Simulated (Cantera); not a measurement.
SiH2Cl2 + C3H8 + H2 (silicon carbide growth)

Input: 1 mol SiH2Cl2, 0.066 mol C3H8, 65 mol H2, at 420 Torr.

These are equilibrium values from Cantera (NASA tables, ideal gas, pure condensed phases), not measurements of a reactor. Candidate condensed phases: C, C6H6, C7H8, C8H18, Si, SiC; 109 gas species. Mutual solubility and eutectic melting of coexisting phases are not modelled. The tables' values for SiCl3, SiCl are old estimates; treat these amounts as uncertain. Gases not in the tables: Si2H6 and higher silanes. Equilibrium is a limit: real reactors are often held back by kinetics, nucleation or transport.

```csv
T (K),log p H2,log p HCl,log p SiCl2,log p H,log p SiCl3,n Si(s),n SiC(s),n Si(l)
1600,-0.26,-1.85,-2.91,-4.40,-4.49,0.646,0.197,0
1625,-0.26,-1.85,-2.90,-4.28,-4.55,0.645,0.197,0
1650,-0.26,-1.85,-2.89,-4.17,-4.60,0.643,0.197,0
1675,-0.26,-1.86,-2.89,-4.07,-4.65,0.642,0.197,0
1700,-0.26,-1.85,-2.89,-3.96,-4.71,0,0.197,0.643
1725,-0.26,-1.85,-2.90,-3.86,-4.77,0,0.197,0.647
1750,-0.26,-1.85,-2.91,-3.77,-4.83,0,0.197,0.651
1775,-0.26,-1.85,-2.93,-3.67,-4.89,0,0.197,0.655
1800,-0.26,-1.85,-2.94,-3.58,-4.95,0,0.197,0.658
1825,-0.26,-1.84,-2.95,-3.49,-5.00,0,0.197,0.661
1850,-0.26,-1.84,-2.96,-3.40,-5.06,0,0.197,0.664
1875,-0.26,-1.84,-2.97,-3.32,-5.11,0,0.197,0.666
```
log p: log10 of the partial pressure in bar; n: condensed amount in mol.

From 1600 K to 1675 K the condensed part is Si(s) + SiC(s). From 1700 K to 1875 K the condensed part is Si(l) + SiC(s). The main Si-bearing gas is SiCl2 throughout. The share of Si in condensed phases is highest at 1875 K (86.3 %) and lowest at 1675 K (83.9 %).
